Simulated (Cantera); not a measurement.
A diamond (100) surface in a fixed gas of H2 with x(CH4) = 0.03, x(H) = 0.041, x(CH3) = 0.0015, 9.75 Torr; coverages are run to steady state.

Detailed kinetics in Cantera: the Harris–Goodwin 1993 mechanism for the reconstructed diamond (100) surface.

θ: site fractions in the mechanism's names (c6HH fully hydrogenated, c6H* and c6*H radical sites, c6** diradical, c6HM methylated).

```csv
T (K),growth (µm/h),θ c6HH,θ c6H*,θ c6*H,θ c6**,θ c6HM
900,(withheld),0.667,0.0102,0.282,0.00421,0.0297
950,(withheld),0.624,0.0138,0.325,0.00648,0.0238
1000,(withheld),0.581,0.0179,0.365,0.00949,0.0191
1050,(withheld),0.541,0.0226,0.402,0.0133,0.0151
1100,13.1,0.502,0.0275,0.435,0.0181,0.0113
1150,12.6,0.467,0.0328,0.464,0.0239,0.00752
1200,(withheld),0.435,0.0383,0.489,0.0306,0.00422
1250,(withheld),0.404,0.0439,0.510,0.0383,0.00201
1300,(withheld),0.375,0.0494,0.526,0.0469,0.000873
1350,5.37,0.349,0.0547,0.539,0.0562,0.000365
1400,5.29,0.325,0.0599,0.548,0.0664,0.000151
```

Q: Fill in the missing entries.

A: 
- 900, growth (µm/h): 5.89
- 950, growth (µm/h): 7.82
- 1000, growth (µm/h): 9.91
- 1050, growth (µm/h): 11.9
- 1200, growth (µm/h): 10.3
- 1250, growth (µm/h): 7.66
- 1300, growth (µm/h): 5.99
